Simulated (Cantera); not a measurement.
Input (Python, Cantera) and output of one run.

```python
import numpy as np
import cantera as ct

gas_names = """
    ALCL HCL H2
""".split()
cond_names = """
    ALCL3(s) ALCL3(L)
""".split()


# ... load() reads the species with a 1 bar reference pressure and builds the phases ...
species = {s.name: s for s in load("nasa_gas.yaml", gas_names) + load("nasa_condensed.yaml", cond_names)}
# Each term lists the table entries of one substance; the one whose range holds T is used.
reactions = {
    'AlCl(g) + 2 HCl(g) = AlCl3 + H2(g)':
        [(-1, ['ALCL']), (-2, ['HCL']), (1, ['ALCL3(s)', 'ALCL3(L)']), (1, ['H2'])],
}


def pick(names, T):
    return next(species[n] for n in names if species[n].thermo.min_temp <= T <= species[n].thermo.max_temp)


results = []
for label, terms in reactions.items():
    print(label)
    print("     T/K   dH/kJ  dS/(J/K)   dG/kJ   log10 K")
    for T in [300, 375, 400, 425, 450, 475, 500, 525, 550]:
        used = [(nu, pick(names, T)) for nu, names in terms]
        dH = sum(nu * s.thermo.h(T) for nu, s in used) / 1e6
        dS = sum(nu * s.thermo.s(T) for nu, s in used) / 1e3
        dG = dH - T * dS / 1e3
        logK = -dG * 1e6 / (ct.gas_constant * T * np.log(10))
        results.append((label, T, dH, dS, dG, logK, [s.name for _, s in used]))
        print(f"{T:8g} {dH:8.1f} {dS:8.1f} {dG:8.1f} {logK:8.2f}")
```

Result:

```
AlCl(g) + 2 HCl(g) = AlCl3 + H2(g)
     T/K   dH/kJ  dS/(J/K)   dG/kJ   log10 K
     300   -469.5   -361.6   -361.0    62.86
     375   -467.2   -354.9   -334.1    46.54
     400   -466.4   -352.7   -325.3    42.48
     425   -465.5   -350.5   -316.5    38.90
     450   -464.5   -348.3   -307.8    35.73
     475   -428.0   -269.9   -299.8    32.97
     500   -426.5   -266.8   -293.1    30.62
     525   -425.0   -263.9   -286.5    28.50
     550   -423.5   -261.1   -279.9    26.58
```

Cantera with NASA thermochemical tables; ideal gases at 1 bar, condensed phases pure. Condensed species are held in their standard states even where they would react or evaporate.
